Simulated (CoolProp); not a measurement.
Vapour-liquid equilibrium of R22 (1) + methanol (2) at 267.1 K; x and y are mole fractions of (1).

The numbers come from the multi-fluid Helmholtz-energy mixture model, Kamei 1995 and de Reuck 1993; pair parameters Bell 2016 in CoolProp.

```
x     bubble pressure (kPa)  y at the bubble point  dew pressure at overall composition x (kPa)  liquid density (mol/L)
----  ---------------------  ---------------------  -------------------------------------------  ----------------------
0.05                  38.22                  0.931                                            …                   24.83
0.15                  100.1                  0.975                                        3.225                   23.64
0.25                  151.8                  0.985                                        3.652                   22.51
0.35                  195.2                  0.989                                            …                   21.43
0.45                  232.1                  0.991                                        4.970                   20.39
0.55                  264.1                  0.993                                            …                   19.39
0.65                  293.2                  0.994                                        7.788                   18.41
0.75                  321.5                  0.996                                        10.87                   17.45
0.85                  351.4                  0.997                                        18.01                   16.50
0.95                  386.3                  0.999                                        52.40                   15.54
```

**Question.** Some entries are withheld; supply them.

**Answer.** 
- 0.05, dew pressure at overall composition x (kPa): 2.887
- 0.35, dew pressure at overall composition x (kPa): 4.210
- 0.55, dew pressure at overall composition x (kPa): 6.067

No azeotrope shows between x = 0.05 and 0.95.

Pair parameters are fitted to limited data, so mixtures are less certain than the pure fluids. With so large a gap from Raoult's law the liquid may split in two, which this calculation doesn't test in full.
